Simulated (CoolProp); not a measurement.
Properties of R1336mzz(E) along the isotherm 259 K.

The numbers come from the reference Helmholtz-energy equation of state, Akasaka 2023 in CoolProp.

```csv
p (kPa),phase,cp (kJ/(kg K)),cv (kJ/(kg K)),expansivity (1/kK)
713,liquid,1.201,0.8625,1.791
1430,liquid,1.200,0.8630,1.773
2140,liquid,1.198,0.8634,1.756
2850,liquid,1.197,0.8638,1.740
3560,liquid,1.195,0.8642,1.724
4280,liquid,1.194,0.8647,1.708
4990,liquid,1.193,0.8651,1.693
5700,liquid,1.192,0.8655,1.678
```
